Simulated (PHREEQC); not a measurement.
Dissolve 0.0053 mol CdCl2, 0.00084 mol NaCl and 0.95 mol HCl per kg of water at 20 °C. Closed to the air; pH follows from the charge balance.

Equilibrium calculation in PHREEQC: ion-association model, phreeqc.dat.

This is a speciation only: nothing precipitates in the calculation.

Question: What pH, activity of water, density does the model give?

Answer: pH 0.15; activity of water 0.968; density 1.016 g/cm³.

Question: In which forms is Cd present?

Answer: CdCl2 45 %, CdCl+ 30 %, CdCl3- 24 %, Cd+2 1.1 % of the Cd.

The ionic strength is past about 0.7 mol/kgw, beyond the range of this activity model, so the values are rough.
